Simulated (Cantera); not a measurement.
Input: 1 mol S, 0.18 mol H2, at 2700 °C and 31.0 Pa.

Method: chemical equilibrium by Gibbs-energy minimisation in Cantera with the NASA 1993 tables (ideal gas, pure condensed phases). Kinetics and transport are ignored.

```json
[
 {"species": "S", "before": "0.732", "after": "0.734"},
 {"species": "H", "before": "0.263", "after": "0.264"},
 {"species": "S2", "before": "0.00304", "after": "0.00129"},
 {"species": "H2", "before": "0.00102", "after": "0.000415"},
 {"species": "SH", "before": "0.000533", "after": "0.000256"}
]
```
Gas species are given as mole fractions.

### Question
What was changed between the two runs?
A. temperature from 2700 °C to 2852 °C
B. H2 from 0.18 to 0.057 mol
C. H2 from 0.18 to 0.098 mol
D. H2 from 0.18 to 0.072 mol

### Answer
A, temperature from 2700 °C to 2852 °C
